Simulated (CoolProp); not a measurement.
Carbon monoxide along the isotherm 135.9 K: Z from the reference equation and from simpler models built on Tc = 132.9 K, pc = 3.498 MPa, ω = 0.050; each cubic takes its own stable root.

Computed with CoolProp (reference Helmholtz-energy equation of state, Lemmon 2006). It is a short technical equation, of lower accuracy than the large ones.

```
p (MPa)          phase  reference  Redlich-Kwong  Soave-Redlich-Kwong  Peng-Robinson
-------  -------------  ---------  -------------  -------------------  -------------
2.5                gas     0.7263         0.7229               0.7237         0.6999
5        supercritical     0.2713         0.3036               0.3049         0.2774
7.5      supercritical     0.3542         0.3776               0.3784         0.3415
9.99     supercritical     0.4429         0.4614               0.4621         0.4162
12.5     supercritical     0.5311         0.5452               0.5458         0.4912
15       supercritical     0.6171         0.6271               0.6276         0.5645
17.5     supercritical     0.7014         0.7073               0.7079         0.6366
20       supercritical     0.7841         0.7861               0.7867         0.7074
22.5     supercritical     0.8655         0.8637               0.8642         0.7771
25       supercritical     0.9457         0.9401               0.9406         0.8459
27.5     supercritical      1.025          1.016                1.016         0.9139
30       supercritical      1.103          1.090                1.091         0.9810
32.5     supercritical      1.180          1.164                1.164          1.048
35       supercritical      1.257          1.237                1.237          1.113
```
